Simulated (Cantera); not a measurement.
An adiabatic, constant-pressure homogeneous reactor starts with CO : H₂ : CH₄ : O₂ : N₂ = 1 : 0.053 : 0.44 : 1.65 : 6.22 (molar parts), equivalence ratio 0.85, at 1748 K and 100000 Pa. Integrator tolerance rtol = 1e-08.

Detailed kinetics in Cantera: GRI-Mech 3.0 (53 species, 325 reactions).

**Question.** What does this change do: initial temperature 1748 to 1025 K?

**Answer.** 
```
quantity                                                            before                                    after
---------------------------------  ---------------------------------------  ---------------------------------------
time of steepest temperature rise                                 0.110 ms                                  69.3 ms
temperature at 1.00 s                                               2779 K                                   2517 K
equilibrium temperature                                             2779 K                                   2517 K
x(CO) at 1.00 s                      0.0616 (gas-phase equilibrium 0.0616)    0.0285 (gas-phase equilibrium 0.0285)
x(H₂) at 1.00 s                    0.00762 (gas-phase equilibrium 0.00762)  0.00330 (gas-phase equilibrium 0.00330)
x(CH₄) at 1.00 s                     <1e-12 (gas-phase equilibrium <1e-12)    <1e-12 (gas-phase equilibrium <1e-12)
x(CH₂CO) at 1.00 s                   <1e-12 (gas-phase equilibrium <1e-12)    <1e-12 (gas-phase equilibrium <1e-12)
x(NO) at 1.00 s                      0.0152 (gas-phase equilibrium 0.0152)  0.00904 (gas-phase equilibrium 0.00904)
```
